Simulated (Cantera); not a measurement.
Feed: 1 mol Si3N4, 0.0074 mol O2, 66 mol H2, held at 5.10 mbar.

Method: chemical equilibrium by Gibbs-energy minimisation in Cantera with the NASA 1993 tables (ideal gas, pure condensed phases). Candidate condensed phases: H2O, Si, SiO2, Si2N2O, Si3N4; 35 gas species. Mutual solubility and eutectic melting of coexisting phases are not modelled. Gases not in the tables: Si2H6 and higher silanes. Equilibrium is a limit: real reactors are often held back by kinetics, nucleation or transport.

What share of the Si ends up in condensed phases as a function of T (K), at 1448, 1523, 1598, 1673, 1748, 1823, 1898?


| T (K) | Si condensed (%) | as |
|---|---|---|
| 1448 | 99.9 | Si(s) + Si2N2O(s) + Si3N4(s) |
| 1523 | 99.5 | Si(s) + Si3N4(s) |
| 1598 | 99.4 | Si(s) |
| 1673 | 99.3 | Si(s) |
| 1748 | 98.7 | Si(l) |
| 1823 | 97.2 | Si(l) |
| 1898 | 93.3 | Si(l) |
